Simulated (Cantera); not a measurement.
An adiabatic, constant-volume homogeneous reactor starts with 12.7 % CH4, 0.393 % CO, 18.3 % O2, 68.6 % N2, at 1398 K and 9.87 atm.

Computed with Cantera and GRI-Mech 3.0 (53 species, 325 reactions). Above 3000 K some thermodynamic fits are extrapolated.

x: mole fraction; the columns are a selection and need not sum to one.

| t (s) | T (K) | P (bar) | x CH4 | x CO | x O2 | x CH2O | x NO |
|---|---|---|---|---|---|---|---|
| 2.00e-6 | 1398 | 10.00 | 0.127 | 0.00393 | 0.183 | [?] | <1e-12 |
| 7.52e-6 | 1398 | 10.00 | 0.127 | 0.00393 | 0.183 | [?] | <1e-12 |
| 2.83e-5 | 1398 | 10.0 | 0.127 | 0.00393 | 0.183 | [?] | <1e-12 |
| 0.000106 | 1399 | 10.0 | 0.127 | 0.00394 | 0.183 | [?] | <1e-12 |
| 0.000399 | 1424 | 10.2 | 0.122 | 0.00475 | 0.180 | [?] | 1.39e-12 |
| 0.00150 | 3071 | 23.9 | 2.45e-11 | 0.0860 | 0.00123 | 4.65e-8 | 0.00357 |
| 0.00565 | 3071 | 23.9 | 2.45e-11 | 0.0860 | 0.00123 | 4.65e-8 | 0.00357 |
| 0.0212 | 3071 | 23.9 | 2.45e-11 | 0.0860 | 0.00123 | 4.65e-8 | 0.00357 |
| 0.0798 | 3071 | 23.9 | 2.45e-11 | 0.0860 | 0.00123 | 4.65e-8 | 0.00357 |
| 0.300 | 3071 | 23.9 | 2.45e-11 | 0.0860 | 0.00123 | 4.65e-8 | 0.00357 |

Some entries are withheld; supply them.


- 2.00e-6, x CH2O: 2.32e-8
- 7.52e-6, x CH2O: 4.19e-7
- 2.83e-5, x CH2O: 1.05e-5
- 0.000106, x CH2O: 0.000150
- 0.000399, x CH2O: 0.00137
